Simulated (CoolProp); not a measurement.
R115 along the isobar 363 kPa: density (kg/m³) from the reference equation and from simpler models built on Tc = 353.1 K, pc = 3129 kPa, ω = 0.248; each cubic takes its own stable root.

Model: reference Helmholtz-energy equation of state, Lemmon 2016, in CoolProp.

| T (K) | phase | reference | van der Waals | Redlich-Kwong |
|---|---|---|---|---|
| 178.8 | liquid | 1729 | (withheld) | 1598 |
| 202.9 | liquid | 1652 | (withheld) | 1525 |
| 227.1 | liquid | (withheld) | (withheld) | 1442 |
| 251.2 | liquid | (withheld) | 29.27 | 1346 |
| 275.3 | gas | 27.05 | 26.22 | 26.78 |
| 299.4 | gas | 24.20 | 23.80 | 24.13 |
| 323.6 | gas | 22.00 | 21.80 | 22.00 |
| 347.7 | gas | (withheld) | 20.14 | 20.26 |
| 371.8 | gas | (withheld) | 18.72 | 18.79 |
| 396 | gas | 17.49 | 17.49 | (withheld) |
| 420.1 | gas | 16.40 | 16.43 | 16.45 |
| 444.2 | gas | 15.45 | 15.49 | 15.49 |
| 468.3 | gas | 14.61 | 14.65 | 14.65 |
| 492.5 | gas | 13.85 | 13.90 | 13.89 |

**Question.** Some entries are withheld; supply them.

**Answer.** 
- 178.8, van der Waals: 1077
- 202.9, van der Waals: 1033
- 227.1, reference: 1571
- 227.1, van der Waals: 33.24
- 251.2, reference: 1485
- 347.7, reference: 20.23
- 371.8, reference: 18.75
- 396, Redlich-Kwong: 17.53

At some of these states van der Waals gives the other phase, because its saturation line lies elsewhere.
